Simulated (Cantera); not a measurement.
Cantera run, input and output.

```python
import numpy as np
import cantera as ct

gas = ct.Solution("gri30.yaml")
gas.TPX = 1025, 200000, {'CO': 0.02, 'O2': 0.0064, 'H2O': 0.00044, 'N2': 1}
reactor = ct.IdealGasConstPressureReactor(gas, energy="off", clone=False)
net = ct.ReactorNet([reactor])
net.rtol, net.atol = 1e-08, 1e-18
show = ['CO', 'O2', 'H2O', 'CO2', 'H2O2', 'NO']
times = np.geomspace(1e-06, 20, 10)

steps = ct.SolutionArray(gas, extra=["t"])
rows = []
print(f"{'t/s':>10s}{'T/K':>9s}{'P/Pa':>11s}" + "".join(f"{s:>11s}" for s in show))
for t in times:
    while net.time < t:
        t_next = net.step()
        steps.append(gas.state, t=t_next)
    rows.append([np.interp(t, steps.t, y) for y in (steps.T, steps.P, *steps(*show).X.T)])
    print(f"{t:10.3e}{rows[-1][0]:9.1f}{rows[-1][1]:11.4g}" + "".join(f"{x:11.3e}" for x in rows[-1][2:]))
rate = np.gradient(steps.T, steps.t)
print("integrator steps:", len(steps.t))
if steps.T.max() > steps.T[0] + 200:
    print(f"time of steepest temperature rise: {steps.t[rate.argmax()]:.4e} s")
gas.TPX = 1025, 200000, {'CO': 0.02, 'O2': 0.0064, 'H2O': 0.00044, 'N2': 1}
gas.equilibrate("TP")
print(f"equilibrium (TP): T = {gas.T:.1f} K  " + "  ".join(f"{s} {gas[s].X[0]:.3e}" for s in show))
```

It prints:

```
       t/s      T/K       P/Pa         CO         O2        H2O        CO2       H2O2         NO
 1.000e-06   1025.0      2e+05  1.948e-02  6.233e-03  4.285e-04  4.583e-13  4.809e-26  4.767e-26
 6.475e-06   1025.0      2e+05  1.948e-02  6.233e-03  4.285e-04  2.975e-12  1.978e-24  2.073e-24
 4.192e-05   1025.0      2e+05  1.948e-02  6.233e-03  4.285e-04  1.961e-11  2.865e-22  1.122e-22
 2.714e-04   1025.0      2e+05  1.948e-02  6.233e-03  4.285e-04  1.408e-10  3.255e-19  5.575e-21
 1.758e-03   1025.0      2e+05  1.948e-02  6.233e-03  4.285e-04  1.301e-09  1.095e-16  1.688e-19
 1.138e-02   1025.0      2e+05  1.948e-02  6.233e-03  4.285e-04  1.426e-08  1.370e-14  2.504e-18
 7.368e-02   1025.0      2e+05  1.948e-02  6.233e-03  4.285e-04  4.117e-07  3.727e-12  1.273e-16
 4.771e-01   1025.0      2e+05  1.929e-02  6.139e-03  4.275e-04  1.877e-04  1.361e-08  4.342e-12
 3.089e+00   1025.0      2e+05  1.641e-02  4.700e-03  4.191e-04  3.093e-03  3.679e-08  8.982e-10
 2.000e+01   1025.0      2e+05  7.128e-03  5.250e-05  3.983e-04  1.247e-02  1.574e-10  1.879e-08
integrator steps: 828
equilibrium (TP): T = 1025.0 K  CO 6.878e-03  O2 3.372e-20  H2O 2.535e-04  CO2 1.272e-02  H2O2 2.533e-22  NO 1.838e-14
```

Computed with Cantera and GRI-Mech 3.0 (53 species, 325 reactions).
